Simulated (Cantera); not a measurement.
Feed: 1 mol Nb, 5.1 mol O₂, 1.5 mol N₂, at 100 Torr.

Method: chemical equilibrium by Gibbs-energy minimisation in Cantera with the NASA 1993 tables (ideal gas, pure condensed phases). Candidate condensed phases: Nb, NbO, NbO₂, Nb₂O₅; 12 gas species. Condensed phases not in the tables: the oxides between NbO₂ and Nb₂O₅. Equilibrium is a limit: real reactors are often held back by kinetics, nucleation or transport.

x: gas mole fraction; n: condensed amount in mol.

| T (K) | x O₂ | x N₂ | x O | x NO | x NbO₂ | n Nb₂O₅(s) | n Nb₂O₅(l) |
|---|---|---|---|---|---|---|---|
| 898 | 0.720 | 0.280 | 1.16e-11 | 9.91e-6 | <1e-12 | 0.500 | 0 |
| 1048 | 0.720 | 0.280 | 1.47e-9 | 5.72e-5 | <1e-12 | 0.500 | 0 |
| 1198 | 0.720 | 0.280 | 5.58e-8 | 0.000213 | <1e-12 | 0.500 | 0 |
| 1348 | 0.719 | 0.280 | 9.48e-7 | 0.000590 | <1e-12 | 0.500 | 0 |
| 1498 | 0.719 | 0.280 | 9.16e-6 | 0.00134 | <1e-12 | 0.500 | 0 |
| 1648 | 0.718 | 0.279 | 5.88e-5 | 0.00260 | … | 0.500 | 0 |
| 1798 | 0.717 | 0.278 | 0.000277 | 0.00453 | … | 0 | 0.500 |
| 1948 | 0.715 | 0.277 | 0.00103 | 0.00723 | … | 0 | 0.500 |
| 2098 | 0.712 | 0.275 | 0.00317 | 0.0108 | … | 0 | 0.500 |
| 2248 | 0.705 | 0.272 | 0.00838 | 0.0151 | … | 0 | 0.500 |
| 2398 | 0.693 | 0.267 | 0.0196 | 0.0202 | … | 0 | 0.499 |
| 2548 | 0.670 | 0.261 | 0.0410 | 0.0257 | … | 0 | 0.495 |
| 2698 | 0.632 | 0.251 | 0.0779 | 0.0310 | … | 0 | 0.476 |

**Question.** Complete the blanks.

**Answer.** 
- 1648, x NbO₂: 6.33e-11
- 1798, x NbO₂: 4.89e-9
- 1948, x NbO₂: 1.46e-7
- 2098, x NbO₂: 2.60e-6
- 2248, x NbO₂: 3.05e-5
- 2398, x NbO₂: 0.000257
- 2548, x NbO₂: 0.00165
- 2698, x NbO₂: 0.00850
